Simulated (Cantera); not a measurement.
## Thermodynamics of carbon deposition, reforming and gasification, feed CH3OH + H2O + CO2

A closed system holds: 1 mol CH3OH, 0.047 mol H2O, 0.028 mol CO2, equilibrated at 1548.15 K and 100 Torr.

Cantera equilibrium calculation (NASA polynomials, part measured and part estimated; ideal gas, pure solids and liquids). Candidate condensed phases: C, C6H6, C7H8, C8H18, H2O; 110 gas species. Equilibrium is a limit: real reactors are often held back by kinetics, nucleation or transport.

```
Property                                    Value
--------------------------------------  ---------
x(H2)                                       0.645
x(CO)                                       0.331
x(H2O)                                     0.0206
x(CO2)                                    0.00379
x(H)                                      6.78e-5
gas amount                              3.075 mol
log10 activity of C(graphite) (absent)      -2.77
```
